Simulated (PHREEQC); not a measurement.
PHREEQC input (ion-association model, wateq4f.dat):

```
SOLUTION_MASTER_SPECIES
  An  An-  0  An  62.0  # stands for a non-complexing anion
SOLUTION_SPECIES
  An- = An-
    -log_k 0
    -gamma 3.0 0
PHASES
  Fix_H+
    H+ = H+
    -log_k 0
SOLUTION 1
  temp 25
  units mmol/kgw
  pH 7 charge
  Cl 0.08
  Ca 0.04
  Na 1
  An 1
END
SELECTED_OUTPUT 1
  -reset false
  -pH true
  -pe true
  -ionic_strength true
  -water true
  -totals Ca Cl Na
  -molalities Hfo_wOH Hfo_wOH2+ Hfo_wO- Hfo_sOH Hfo_sOH2+ Hfo_sO- Hfo_sOHCa+2 Hfo_wOCa+
  -saturation_indices Portlandite Halite
USER_PUNCH 1
  -headings sigma psi
  10 PUNCH EDL("sigma", "Hfo"), EDL("psi", "Hfo")
PRINT
  -reset false
USE solution 1
SURFACE 1
  Hfo_wOH 0.00674157 600 3
  Hfo_sOH 0.000168539
EQUILIBRIUM_PHASES 1
  Fix_H+ -4 HAn 10
    -force_equality true
  O2(g) -0.68 10
END
# ... the last block is repeated for the other 16 points of pH, with NaOH or the acid as the point needs
```

Selected output (columns that matter, 13 of 17 rows; pH added in front):

```
pH	mu	Ca	Cl	Na	m_Hfo_wOH	m_Hfo_wOH2+	m_Hfo_wO-	m_Hfo_sOH	m_Hfo_sOH2+	m_Hfo_sO-	si_Portlandite	si_Halite	sigma	psi
4	0.0026429	4e-05	8e-05	0.001	0.0037516	0.0028779	0.00011204	9.3791e-05	7.1947e-05	2.8009e-06	-19.294	-8.728	0.15198	0.20143
4.38	0.0021894	4e-05	8e-05	0.001	0.0043465	0.0021982	0.00019688	0.00010866	5.4955e-05	4.922e-06	-18.526	-8.7238	0.10997	0.18966
5.12	0.0016342	3.9999e-05	8e-05	0.001	0.0049474	0.0013911	0.0004031	0.00012368	3.4776e-05	1.0077e-05	-17.035	-8.718	0.054286	0.16097
5.5	0.0014643	3.9994e-05	8e-05	0.001	0.005069	0.001169	0.00050354	0.00012672	2.9224e-05	1.2588e-05	-16.271	-8.7161	0.036567	0.14358
5.88	0.001347	3.9974e-05	8e-05	0.001	0.005128	0.001027	0.00058659	0.00012818	2.5671e-05	1.4663e-05	-15.509	-8.7146	0.0242	0.12472
6.62	0.0012148	3.9423e-05	8e-05	0.001	0.0051665	0.00088088	0.00069418	0.00012875	2.1952e-05	1.7299e-05	-14.031	-8.7129	0.010318	0.085083
7	0.0011711	3.7173e-05	8e-05	0.001	0.0051719	0.00084012	0.00072938	0.00012728	2.0675e-05	1.795e-05	-13.296	-8.7123	0.0063754	0.063847
7.38	0.0011203	2.8825e-05	8e-05	0.001	0.0051739	0.00080595	0.00076089	0.00012143	1.8915e-05	1.7857e-05	-12.645	-8.7116	0.0036255	0.042445
8.12	0.0010851	4.04e-06	8e-05	0.0010726	0.0051714	0.00075014	0.00081672	0.00010428	1.5126e-05	1.6469e-05	-12.017	-8.6807	3.7664e-05	0.00050076
8.5	0.0010996	8.1649e-07	8e-05	0.0011127	0.0051695	0.00073233	0.00083597	0.00010211	1.4466e-05	1.6513e-05	-11.952	-8.6649	-0.0016651	-0.021371
8.88	0.0011226	1.5203e-07	8e-05	0.0011568	0.0051671	0.00071419	0.0008564	0.00010168	1.4055e-05	1.6853e-05	-11.923	-8.6484	-0.0037101	-0.043218
9.62	0.0012197	5.8948e-09	8e-05	0.001316	0.0051549	0.00065964	0.00092284	0.00010156	1.2996e-05	1.8181e-05	-11.857	-8.5937	-0.010324	-0.085013
10	0.0013382	1.1841e-09	7.9999e-05	0.0014921	0.0051372	0.000612	0.00098788	0.00010142	1.2082e-05	1.9502e-05	-11.797	-8.5407	-0.016498	-0.10565
```
